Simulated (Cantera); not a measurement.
An adiabatic, constant-pressure homogeneous reactor starts with CO : H2 : CH4 : O2 : N2 = 1 : 0.1 : 0.27 : 2.18 : 8.2 (molar parts), at 1325 K and 10.0 bar. Integrator tolerance rtol = 1e-08.

Cantera simulation using GRI-Mech 3.0 (53 species, 325 reactions); the numbers are that mechanism's predictions, not measurements.

### Question
What does this change do: pressure from 10.0 bar to 1.00 bar?

### Answer
```csv
quantity,before,after
time of steepest temperature rise,0.110 ms,0.472 ms
temperature at 4.00 s,2434 K,2388 K
equilibrium temperature,2434 K,2388 K
x(CO) at 4.00 s,0.00299 (gas-phase equilibrium 0.00299),0.00692 (gas-phase equilibrium 0.00692)
x(H2) at 4.00 s,0.000248 (gas-phase equilibrium 0.000248),0.000592 (gas-phase equilibrium 0.000592)
x(CH4) at 4.00 s,<1e-12 (gas-phase equilibrium <1e-12),<1e-12 (gas-phase equilibrium <1e-12)
x(NO) at 4.00 s,0.0129 (gas-phase equilibrium 0.0129),0.0119 (gas-phase equilibrium 0.0119)
x(CO2) at 4.00 s,0.110 (gas-phase equilibrium 0.110),0.106 (gas-phase equilibrium 0.106)
x(C2H2) at 4.00 s,<1e-12 (gas-phase equilibrium <1e-12),<1e-12 (gas-phase equilibrium <1e-12)
```

### Question
What does this change do: initial temperature 1325 to 1550 K?

### Answer
```csv
quantity,before,after
time of steepest temperature rise,0.110 ms,23.2 µs
temperature at 4.00 s,2434 K,2591 K
equilibrium temperature,2434 K,2591 K
x(CO) at 4.00 s,0.00299 (gas-phase equilibrium 0.00299),0.00662 (gas-phase equilibrium 0.00662)
x(H2) at 4.00 s,0.000248 (gas-phase equilibrium 0.000248),0.000513 (gas-phase equilibrium 0.000513)
x(CH4) at 4.00 s,<1e-12 (gas-phase equilibrium <1e-12),<1e-12 (gas-phase equilibrium <1e-12)
x(NO) at 4.00 s,0.0129 (gas-phase equilibrium 0.0129),0.0168 (gas-phase equilibrium 0.0168)
x(CO2) at 4.00 s,0.110 (gas-phase equilibrium 0.110),0.106 (gas-phase equilibrium 0.106)
x(C2H2) at 4.00 s,<1e-12 (gas-phase equilibrium <1e-12),<1e-12 (gas-phase equilibrium <1e-12)
```

### Question
What does this change do: H2 0.1 to 0.059 parts?

### Answer
| quantity | before | after |
|---|---|---|
| time of steepest temperature rise | 0.110 ms | 0.164 ms |
| temperature at 4.00 s | 2434 K | 2419 K |
| equilibrium temperature | 2434 K | 2419 K |
| x(CO) at 4.00 s | 0.00299 (gas-phase equilibrium 0.00299) | 0.00273 (gas-phase equilibrium 0.00273) |
| x(H2) at 4.00 s | 0.000248 (gas-phase equilibrium 0.000248) | 0.000213 (gas-phase equilibrium 0.000213) |
| x(CH4) at 4.00 s | <1e-12 (gas-phase equilibrium <1e-12) | <1e-12 (gas-phase equilibrium <1e-12) |
| x(NO) at 4.00 s | 0.0129 (gas-phase equilibrium 0.0129) | 0.0127 (gas-phase equilibrium 0.0127) |
| x(CO2) at 4.00 s | 0.110 (gas-phase equilibrium 0.110) | 0.111 (gas-phase equilibrium 0.111) |
| x(C2H2) at 4.00 s | <1e-12 (gas-phase equilibrium <1e-12) | <1e-12 (gas-phase equilibrium <1e-12) |
